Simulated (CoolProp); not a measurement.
R152A at 216.53 K and 0.00406 MPa is compressed adiabatically to 0.025 MPa with isentropic efficiency 0.9. Each further row changes one setting.

The numbers come from the reference Helmholtz-energy equation of state, Outcalt 1996 in CoolProp. It is a modified Benedict-Webb-Rubin equation, recast in Helmholtz form.

| case | work (kJ/kg) | final temperature (K) | final density (kg/m³) |
|---|---|---|---|
| as stated | 62.6 | 285.7 | 0.699 |
| efficiency 1 | 56.4 | 279.4 | 0.716 |
| efficiency 0.65 | 86.7 | 309.1 | 0.645 |
